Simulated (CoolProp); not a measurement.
Properties of R410A along the isotherm 361 K (Tc = 344.5 K, pc = 4.901 MPa, ω = 0.296).

Model: reference Helmholtz-energy equation of state, Lemmon 2003, in CoolProp. It is a pseudo-pure fit of the blend.

```json
[
 {"p (MPa)": "0.155", "phase": "gas", "Z": "0.9900", "Prandtl number": "0.795", "fugacity coefficient": "0.9901"},
 {"p (MPa)": "0.25", "phase": "gas", "Z": "0.9838", "Prandtl number": "0.799", "fugacity coefficient": "0.9840"},
 {"p (MPa)": "0.405", "phase": "gas", "Z": "0.9737", "Prandtl number": "0.804", "fugacity coefficient": "0.9742"},
 {"p (MPa)": "0.654", "phase": "gas", "Z": "0.9572", "Prandtl number": "0.814", "fugacity coefficient": "0.9585"},
 {"p (MPa)": "1.06", "phase": "gas", "Z": "0.9296", "Prandtl number": "0.833", "fugacity coefficient": "0.9332"},
 {"p (MPa)": "1.71", "phase": "gas", "Z": "0.8836", "Prandtl number": "0.872", "fugacity coefficient": "0.8933"},
 {"p (MPa)": "2.76", "phase": "gas", "Z": "0.8031", "Prandtl number": "0.971", "fugacity coefficient": "0.8303"},
 {"p (MPa)": "4.45", "phase": "gas", "Z": "0.6483", "Prandtl number": "1.37", "fugacity coefficient": "0.7316"},
 {"p (MPa)": "7.19", "phase": "supercritical", "Z": "0.2946", "Prandtl number": "4.69", "fugacity coefficient": "0.5710"},
 {"p (MPa)": "11.6", "phase": "supercritical", "Z": "0.3406", "Prandtl number": "2.26", "fugacity coefficient": "0.4090"},
 {"p (MPa)": "18.8", "phase": "supercritical", "Z": "0.4875", "Prandtl number": "1.96", "fugacity coefficient": "0.3073"},
 {"p (MPa)": "30.3", "phase": "supercritical", "Z": "0.7173", "Prandtl number": "1.91", "fugacity coefficient": "0.2532"},
 {"p (MPa)": "49", "phase": "supercritical", "Z": "1.070", "Prandtl number": "1.98", "fugacity coefficient": "0.2392"}
]
```

Viscosity comes from a separate model (Geller 2000). Thermal conductivity comes from a separate model (Geller 2001).
